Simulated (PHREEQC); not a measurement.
0.39 g of hydrous ferric oxide (600 m²/g; 0.2 weak and 0.005 strong sites per Fe, Dzombak-Morel constants, diffuse double layer) in 1 kg of water with 0.05 mol/kgw of an inert sodium salt, at 25 °C; the pH is set by adding NaOH or the inert anion's acid. O2 is buffered at 0.21 atm. CO2 from the air is kept out. Precipitation was switched off in this run.

Base run: PHREEQC, ion-association model, wateq4f.dat. Each further column changes one thing. The table gives surface charge σ (C/m²).

```tsv
pH	base	background salt from 0.05 to 0.005 mol/kgw	oxide from 0.39 to 2 g/kgw	0.0015 mol/kgw NaF added
4	0.294	___	0.295	___
5.5	0.130	___	0.130	0.071
6.5	0.058	0.023	0.058	___
8	0.003	0.001	0.003	0.001
9.5	-0.046	___	-0.046	___
10.5	-0.111	-0.050	-0.111	___
12	-0.281	-0.215	-0.282	-0.282
```

### Question
Some entries are withheld; supply them.

### Answer

- 4, background salt from 0.05 to 0.005 mol/kgw: 0.184
- 4, 0.0015 mol/kgw NaF added: 0.125
- 5.5, background salt from 0.05 to 0.005 mol/kgw: 0.060
- 6.5, 0.0015 mol/kgw NaF added: 0.037
- 9.5, background salt from 0.05 to 0.005 mol/kgw: -0.018
- 9.5, 0.0015 mol/kgw NaF added: -0.047
- 10.5, 0.0015 mol/kgw NaF added: -0.112
